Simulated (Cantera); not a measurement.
Input: 1 mol Si, a varied amount of HCl, equilibrated at 12.0 Torr.

Points: T (K) = 550, 600, 650, 700, 750, 800, 850, 900, 950, 1000, 1050, 1100; n(HCl) (mol) = 1.2, 1.5, 1.8, 2.2, 2.7, 3.4, 4.1, 5.1, 6.2, 7.7.

Cantera's Mixture.equilibrate('TP', solver="vcs", rtol=1e-11, max_steps=5000) on the NASA tables stopped like this:

```
ERROR: FAILURE its = 5001!

*******************************************************************************
CanteraError thrown by MultiPhase::equilibrate:
VCS solver failed. Return code: -1
*******************************************************************************
```

Q: What got this run through?

A: One answer among several that fit: The failure is numerical, not chemical. The same input converged with solver="gibbs", rtol=1e-10, max_steps=50000, and the result passed a check of the equilibrium conditions:
```
    550        1.2  Si(cr)
    550        1.5  Si(cr)
    550        1.8  Si(cr)
    550        2.2  Si(cr)
    550        2.7  Si(cr)
    550        3.4  Si(cr)
    550        4.1  gas only
    550        5.1  gas only
    550        6.2  gas only
    550        7.7  gas only
    600        1.2  Si(cr)
    600        1.5  Si(cr)
    600        1.8  Si(cr)
    600        2.2  Si(cr)
    600        2.7  Si(cr)
    600        3.4  Si(cr)
    600        4.1  gas only
    600        5.1  gas only
    600        6.2  gas only
    600        7.7  gas only
    650        1.2  Si(cr)
    650        1.5  Si(cr)
    650        1.8  Si(cr)
    650        2.2  Si(cr)
    650        2.7  Si(cr)
    650        3.4  Si(cr)
    650        4.1  gas only
    650        5.1  gas only
    650        6.2  gas only
    650        7.7  gas only
    700        1.2  Si(cr)
    700        1.5  Si(cr)
    700        1.8  Si(cr)
    700        2.2  Si(cr)
    700        2.7  Si(cr)
    700        3.4  Si(cr)
    700        4.1  gas only
    700        5.1  gas only
    700        6.2  gas only
    700        7.7  gas only
    750        1.2  Si(cr)
    750        1.5  Si(cr)
    750        1.8  Si(cr)
    750        2.2  Si(cr)
    750        2.7  Si(cr)
    750        3.4  Si(cr)
    750        4.1  gas only
    750        5.1  gas only
    750        6.2  gas only
    750        7.7  gas only
    800        1.2  Si(cr)
    800        1.5  Si(cr)
    800        1.8  Si(cr)
    800        2.2  Si(cr)
    800        2.7  Si(cr)
    800        3.4  Si(cr)
    800        4.1  gas only
    800        5.1  gas only
    800        6.2  gas only
    800        7.7  gas only
    850        1.2  Si(cr)
    850        1.5  Si(cr)
    850        1.8  Si(cr)
    850        2.2  Si(cr)
    850        2.7  Si(cr)
    850        3.4  Si(cr)
    850        4.1  gas only
    850        5.1  gas only
    850        6.2  gas only
    850        7.7  gas only
    900        1.2  Si(cr)
    900        1.5  Si(cr)
    900        1.8  Si(cr)
    900        2.2  Si(cr)
    900        2.7  Si(cr)
    900        3.4  Si(cr)
    900        4.1  gas only
    900        5.1  gas only
    900        6.2  gas only
    900        7.7  gas only
    950        1.2  Si(cr)
    950        1.5  Si(cr)
    950        1.8  Si(cr)
    950        2.2  Si(cr)
    950        2.7  Si(cr)
    950        3.4  Si(cr)
    950        4.1  gas only
    950        5.1  gas only
    950        6.2  gas only
    950        7.7  gas only
   1000        1.2  Si(cr)
   1000        1.5  Si(cr)
   1000        1.8  Si(cr)
   1000        2.2  Si(cr)
   1000        2.7  Si(cr)
   1000        3.4  Si(cr)
   1000        4.1  gas only
   1000        5.1  gas only
   1000        6.2  gas only
   1000        7.7  gas only
   1050        1.2  Si(cr)
   1050        1.5  Si(cr)
   1050        1.8  Si(cr)
   1050        2.2  Si(cr)
   1050        2.7  Si(cr)
   1050        3.4  Si(cr)
   1050        4.1  gas only
   1050        5.1  gas only
   1050        6.2  gas only
   1050        7.7  gas only
   1100        1.2  Si(cr)
   1100        1.5  Si(cr)
   1100        1.8  Si(cr)
   1100        2.2  Si(cr)
   1100        2.7  Si(cr)
   1100        3.4  Si(cr)
   1100        4.1  gas only
   1100        5.1  gas only
   1100        6.2  gas only
   1100        7.7  gas only
```

The gas is ideal and each condensed phase is pure. The tables' values for SiCl3 are old estimates.
